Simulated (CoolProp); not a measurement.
Vapour-liquid equilibrium of ethylbenzene (1) + n-nonane (2) at 78.85 °C; x and y are mole fractions of (1).

Computed with CoolProp (multi-fluid Helmholtz-energy mixture model, Zhou 2012 and Lemmon 2006; pair parameters Bell 2016).

```
x     bubble pressure (kPa)  y at the bubble point  dew pressure at overall composition x (kPa)  liquid density (mol/L)
----  ---------------------  ---------------------  -------------------------------------------  ----------------------
0.05                  9.782                  0.101                                        9.507                   5.316
0.15                  10.80                  0.269                                        10.06                   5.495
0.25                  11.74                  0.402                                        10.68                   5.687
0.35                  12.58                  0.510                                        11.36                   5.891
0.45                  13.33                  0.600                                        12.11                   6.110
0.55                  14.00                  0.679                                        12.91                   6.346
0.65                  14.58                  0.750                                        13.76                   6.601
0.75                  15.09                  0.818                                        14.58                   6.876
0.85                  15.53                  0.887                                        15.30                   7.175
0.95                  15.90                  0.960                                        15.85                   7.500
```

No azeotrope shows between x = 0.05 and 0.95.

Pair parameters are fitted to limited data, so mixtures are less certain than the pure fluids.
